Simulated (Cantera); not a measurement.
A perfectly stirred reactor is fed with H2 : O2 : N2 = 0.52 : 1 : 3 (molar parts), equivalence ratio 0.26, at 0.133 bar; it is held at 873 K, and followed from long to short residence time.

Computed with Cantera and the H2/O2 subset of GRI-Mech 3.0, which has no nitrogen chemistry. Radical loss at walls, strong at low pressure, is not modelled. Below about 950 K walls govern HO2 and H2O2 in real vessels. The temperature is held fixed by assumption; the heat of reaction is taken as removed at once.

**Question.** What does this change do: 0.23 parts H2O added?

**Answer.** 
```csv
quantity,before,after
x(H2) at τ = 0.690 s,0.00755,0.0123
x(O2) at τ = 0.690 s,0.177,0.170
x(H2O) at τ = 0.690 s,0.114,0.154
x(H) at τ = 0.690 s,1.11e-5,8.75e-6
x(O) at τ = 0.690 s,2.08e-5,1.16e-5
x(H2) at τ = 51.0 ms,0.0164,0.0208
x(O2) at τ = 51.0 ms,0.180,0.173
x(H2O) at τ = 51.0 ms,0.105,0.144
x(H) at τ = 51.0 ms,0.000141,0.000109
x(O) at τ = 51.0 ms,0.000125,8.64e-5
```

**Question.** What does this change do: temperature 873 to 950 K?

**Answer.** 
| quantity | before | after |
|---|---|---|
| x(H2) at τ = 0.690 s | 0.00755 | 0.00153 |
| x(O2) at τ = 0.690 s | 0.177 | 0.174 |
| x(H2O) at τ = 0.690 s | 0.114 | 0.120 |
| x(H) at τ = 0.690 s | 1.11e-5 | 1.48e-5 |
| x(O) at τ = 0.690 s | 2.08e-5 | 6.07e-5 |
| x(H2) at τ = 51.0 ms | 0.0164 | 0.00570 |
| x(O2) at τ = 51.0 ms | 0.180 | 0.176 |
| x(H2O) at τ = 51.0 ms | 0.105 | 0.116 |
| x(H) at τ = 51.0 ms | 0.000141 | 0.000193 |
| x(O) at τ = 51.0 ms | 0.000125 | 0.000286 |

**Question.** What does this change do: temperature 873 to 850 K?

**Answer.** 
```tsv
quantity	before	after
x(H2) at τ = 0.690 s	0.00755	0.0163
x(O2) at τ = 0.690 s	0.177	0.180
x(H2O) at τ = 0.690 s	0.114	0.105
x(H) at τ = 0.690 s	1.11e-5	9.65e-6
x(O) at τ = 0.690 s	2.08e-5	1.03e-5
x(H2) at τ = 51.0 ms	0.0164	0.0255
x(O2) at τ = 51.0 ms	0.180	0.184
x(H2O) at τ = 51.0 ms	0.105	0.0949
x(H) at τ = 51.0 ms	0.000141	0.000121
x(O) at τ = 51.0 ms	0.000125	8.24e-5
```
